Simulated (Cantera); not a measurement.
Gas mixture: N2O = 0.92 (molar parts), at 0.890 bar, frozen composition.

Cantera's kinetic-theory transport with the Lennard-Jones parameters of GRI-Mech 3.0, ideal gas; thermal conductivity in the multicomponent form. The composition is frozen, though it would react at the higher temperatures.

D: mixture-averaged diffusion coefficient of that species in the mixture.

```csv
T (K),ρ (kg/m³),cp (J/kg/K),μ (µPa s),λ (mW/m/K),Pr,D (cm²/s) NO,D (cm²/s) H2,D (cm²/s) NH3
400,1.18,970.3,19.5,25.3,0.746,0.294,(withheld),0.321
600,0.785,1101,27.3,40.4,0.744,0.599,(withheld),0.697
800,0.589,1192,34.0,54.7,0.742,0.982,(withheld),1.18
1000,0.471,1255,40.0,67.9,0.740,1.43,(withheld),1.76
1200,0.393,1294,45.5,79.8,0.738,1.95,(withheld),2.43
1400,0.337,1327,50.5,91.0,0.736,2.52,(withheld),3.17
1600,0.294,1353,55.2,102,0.735,3.15,(withheld),3.99
```

Problem. What belongs in the gaps?

Solution. 
- 400, D (cm²/s) H2: 1.23
- 600, D (cm²/s) H2: 2.45
- 800, D (cm²/s) H2: 3.97
- 1000, D (cm²/s) H2: 5.76
- 1200, D (cm²/s) H2: 7.81
- 1400, D (cm²/s) H2: 10.1
- 1600, D (cm²/s) H2: 12.6
